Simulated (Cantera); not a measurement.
**Silicon etching in halogen gases: Si + Cl₂ + N₂**

A closed system holds: 1 mol Si, a varied amount of Cl₂, 90 mol N₂, at 3.08 Torr.

Method: chemical equilibrium by Gibbs-energy minimisation in Cantera with the NASA 1993 tables (ideal gas, pure condensed phases). Candidate condensed phases: Si, Si₃N₄; 13 gas species. N₂ is the only nitrogen source here; it is nearly inert below about 1500 K, so the nitride shown seldom forms there in practice. The tables' values for SiCl₃ are old estimates. Kinetics and transport are ignored.

Stable condensed phases:

```
T in K \ n(Cl₂) in mol
         0.51 0.63  0.8    1  1.2  1.6    2  2.5  3.1
   1448     A    A    A    A    B    B    B    B    B
   1423     A    A    A    A    B    B    B    B    B
   1398     A    A    A    A    B    B    B    B    B
   1373     A    A    A    A    A    B    B    B    B
   1348     A    A    A    A    A    B    B    B    B
   1323     A    A    A    A    A    B    B    B    B
   1298     A    A    A    A    A    A    B    B    B
   1273     A    A    A    A    A    A    B    B    B
   1248     A    A    A    A    A    A    B    B    B
```

A: Si₃N₄; B: gas only.
